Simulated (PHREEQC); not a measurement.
A made-up water analysis in mg/L, 20 °C, pH 8.5, pe 11.2: Na 4050; K 5.64; Ca 407; Mg 22.4; Cl 6710; S(6) as SO4 471; Alkalinity as HCO3 13.5; Cd 41; F 5.7; N(5) as NO3 315.

Valence states are taken as typed.

Equilibrium calculation in PHREEQC: ion-association model, phreeqc.dat.

Precipitation was switched off in this run.

Question: Estimate the activity of water, specific conductance, density.

Answer: activity of water 0.993; specific conductance 17600 µS/cm; density 1.007 g/cm³.

Question: In which forms is S present?

Answer: SO4-2 71 %, NaSO4- 18 %, CaSO4 10 %, MgSO4 1.2 % of the S.

Saturation is exceeded, for instance for Otavite, Fluorite; the values hold only as long as no solid forms.
